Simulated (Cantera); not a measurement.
Charge: 1 mol C3H6, 21 mol H2, 2.3 mol N2, held at 950 K and 2.10 bar.

Method: chemical equilibrium by Gibbs-energy minimisation in Cantera with the NASA 1993 tables (ideal gas, pure condensed phases). Candidate condensed phases: C, C6H6, C7H8, C8H18; 92 gas species. Kinetics and transport are ignored.

Base state: H2 0.772, CH4 0.129, N2 0.0986, NH3 0.000369 (mole fractions); condensed: gas only.

Task: What changes in the equilibrium state with this change: temperature from 950 K to 2875 K?

Result: 
```tsv
species	before	after
H2	0.772	0.796
H	<1e-9	0.0651
N2	0.0986	0.0638
CH4	0.129	0.000117
HCN	3.78e-7	0.0352
C2H2 (acetylene)	<1e-9	0.0325
HNC	<1e-9	0.00600
C4H2	<1e-9	0.000554
C2H	<1e-9	0.000379
CN	<1e-9	0.000263
```

Task: What changes in the equilibrium state with this change: temperature from 950 K to 2773 K?

Result: 
```csv
species,before,after
H2,0.772,0.824
N2,0.0986,0.0675
H,<1e-9,0.0466
CH4,0.129,0.000145
C2H2 (acetylene),<1e-9,0.0251
HCN,3.78e-7,0.0309
HNC,<1e-9,0.00479
C4H2,<1e-9,0.000318
C2H,<1e-9,0.000171
CN,<1e-9,0.000142
CH3,<1e-9,0.000137
"C(graphite), mol",0,0.625
```
